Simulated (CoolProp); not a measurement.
The fluid at 293.15 K and 7.66 MPa is throttled through a valve to 1.7 MPa with no heat exchange. The same conditions are run with several fluids, on thermodynamics alone (safety and materials aside).

The numbers come from the reference Helmholtz-energy equation of state of each fluid (C3F8 (R218): Lemmon 2006; n-perfluoropentane: Gao 2022; cis-2-butene: Lemmon 2005; propylene glycol: Eisenbach 2021; cyclopentane: Gedanitz 2015) in CoolProp.

| fluid | temperature change (K) | final density (kg/m³) |
|---|---|---|
| C3F8 (R218) | ? | ? |
| n-perfluoropentane | +1.6 | ? |
| cis-2-butene | +2.0 | 621 |
| propylene glycol | ? | ? |
| cyclopentane | ? | ? |

### Question
Complete the blanks.

### Answer

- C3F8 (R218), temperature change (K): +0.0
- C3F8 (R218), final density (kg/m³): 1370
- n-perfluoropentane, final density (kg/m³): 1620
- propylene glycol, temperature change (K): +1.8
- propylene glycol, final density (kg/m³): 1040
- cyclopentane, temperature change (K): +2.8
- cyclopentane, final density (kg/m³): 744
